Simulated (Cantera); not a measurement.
An adiabatic, constant-volume homogeneous reactor starts with 7.43 % C2H4, 18.6 % O2, 69.9 % N2, 4.09 % H2O, at 1050 K and 7500 Torr.

Detailed kinetics in Cantera: GRI-Mech 3.0 (53 species, 325 reactions). GRI-Mech 3.0 was tuned for natural gas; its chemistry of ethylene as a main component is partial and can be far from experiment. Above 3000 K some thermodynamic fits are extrapolated.

**Question.** Predict: time of steepest temperature rise; temperature at 0.500 s; equilibrium temperature; x(O2) at 0.500 s; x(H2O) at 0.500 s; x(OH) at 0.500 s.

**Answer.** 
| Quantity | Value |
|---|---|
| time of steepest temperature rise | 9.14 ms |
| temperature at 0.500 s | 3063 K |
| equilibrium temperature | 3063 K |
| x(O2) at 0.500 s | 0.00507 (gas-phase equilibrium 0.00507) |
| x(H2O) at 0.500 s | 0.150 (gas-phase equilibrium 0.150) |
| x(OH) at 0.500 s | 0.0124 (gas-phase equilibrium 0.0124) |
